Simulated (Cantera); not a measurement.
## Low-pressure radical oxidation in H2/O2

An isothermal, constant-pressure homogeneous reactor starts with 23.7 % H2, 76.3 % O2, at 923 K and 0.0130 bar.

Computed with Cantera and the H2/O2 subset of GRI-Mech 3.0, which has no nitrogen chemistry. Radical loss at walls, strong at low pressure, is not modelled. Below about 950 K walls govern HO2 and H2O2 in real vessels. The temperature is held fixed by assumption; the heat of reaction is taken as removed at once.

```json
[
 {"t (s)": "3.00e-5", "x H2": "0.237", "x O2": "0.763", "x H2O": "<1e-12", "x H": "5.06e-12", "x HO2": "5.23e-12", "x OH": "<1e-12"},
 {"t (s)": "0.000155", "x H2": "0.237", "x O2": "0.763", "x H2O": "5.82e-12", "x H": "2.74e-11", "x HO2": "2.73e-11", "x OH": "2.34e-12"},
 {"t (s)": "0.000804", "x H2": "0.237", "x O2": "0.763", "x H2O": "5.29e-10", "x H": "4.81e-10", "x HO2": "1.53e-10", "x OH": "5.64e-11"},
 {"t (s)": "0.00416", "x H2": "0.237", "x O2": "0.763", "x H2O": "6.46e-5", "x H": "4.57e-5", "x HO2": "1.38e-6", "x OH": "5.49e-6"},
 {"t (s)": "0.0215", "x H2": "0.00214", "x O2": "0.729", "x H2O": "0.264", "x H": "0.00117", "x HO2": "1.81e-5", "x OH": "0.000910"},
 {"t (s)": "0.111", "x H2": "9.87e-5", "x O2": "0.732", "x H2O": "0.268", "x H": "3.37e-6", "x HO2": "2.68e-6", "x OH": "0.000100"},
 {"t (s)": "0.577", "x H2": "4.02e-6", "x O2": "0.732", "x H2O": "0.268", "x H": "4.71e-8", "x HO2": "2.22e-7", "x OH": "2.56e-5"},
 {"t (s)": "2.99", "x H2": "9.97e-8", "x O2": "0.732", "x H2O": "0.268", "x H": "1.13e-9", "x HO2": "2.00e-8", "x OH": "7.65e-6"},
 {"t (s)": "15.5", "x H2": "7.56e-9", "x O2": "0.732", "x H2O": "0.268", "x H": "5.71e-11", "x HO2": "2.94e-9", "x OH": "2.83e-6"},
 {"t (s)": "80.0", "x H2": "1.13e-9", "x O2": "0.732", "x H2O": "0.268", "x H": "3.89e-12", "x HO2": "5.62e-10", "x OH": "1.15e-6"}
]
```
x: mole fraction; the columns are a selection and need not sum to one.

Equilibrium at this temperature and pressure: H2 2.02e-11, O2 0.732, H2O 0.268, H <1e-12, HO2 3.46e-10, OH 1.50e-7 (gas phase only).
